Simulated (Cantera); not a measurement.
An isothermal, constant-pressure homogeneous reactor starts with H₂ : O₂ : N₂ = 0.0077 : 1 : 1.7 (molar parts), equivalence ratio 0.0039, at 1325 K and 0.0267 bar. Integrator tolerance rtol = 1e-08.

Computed with Cantera and GRI-Mech 3.0 (53 species, 325 reactions). Radical loss at walls, strong at low pressure, is not modelled.

What does this change do: H2 0.0077 to 0.0017 parts?


```
quantity                                             before                                      after
-----------------  ----------------------------------------  -----------------------------------------
x(H₂) at 1.00 s     1.09e-6 (gas-phase equilibrium 3.88e-9)   2.29e-7 (gas-phase equilibrium 8.54e-10)
x(O₂) at 1.00 s         0.368 (gas-phase equilibrium 0.368)        0.370 (gas-phase equilibrium 0.370)
x(H₂O₂) at 1.00 s  2.35e-9 (gas-phase equilibrium 1.86e-11)  6.29e-10 (gas-phase equilibrium 4.13e-12)
x(O) at 1.00 s     0.000291 (gas-phase equilibrium 1.03e-6)   0.000282 (gas-phase equilibrium 1.03e-6)
x(NO₂) at 1.00 s   3.29e-11 (gas-phase equilibrium 1.17e-6)   1.03e-11 (gas-phase equilibrium 1.17e-6)
x(H) at 1.00 s     2.94e-6 (gas-phase equilibrium 6.28e-10)   1.30e-6 (gas-phase equilibrium 2.95e-10)
x(H₂O) at 1.00 s    0.00279 (gas-phase equilibrium 0.00284)  0.000603 (gas-phase equilibrium 0.000628)
```

What does this change do: pressure from 0.0267 bar to 0.00130 bar?


```tsv
quantity	before	after
x(H₂) at 1.00 s	1.09e-6 (gas-phase equilibrium 3.88e-9)	8.91e-6 (gas-phase equilibrium 1.75e-8)
x(O₂) at 1.00 s	0.368 (gas-phase equilibrium 0.368)	0.367 (gas-phase equilibrium 0.368)
x(H₂O₂) at 1.00 s	2.35e-9 (gas-phase equilibrium 1.86e-11)	3.38e-10 (gas-phase equilibrium 4.11e-12)
x(O) at 1.00 s	0.000291 (gas-phase equilibrium 1.03e-6)	0.00254 (gas-phase equilibrium 4.67e-6)
x(NO₂) at 1.00 s	3.29e-11 (gas-phase equilibrium 1.17e-6)	<1e-12 (gas-phase equilibrium 2.58e-7)
x(H) at 1.00 s	2.94e-6 (gas-phase equilibrium 6.28e-10)	7.43e-5 (gas-phase equilibrium 6.05e-9)
x(H₂O) at 1.00 s	0.00279 (gas-phase equilibrium 0.00284)	0.00264 (gas-phase equilibrium 0.00284)
```
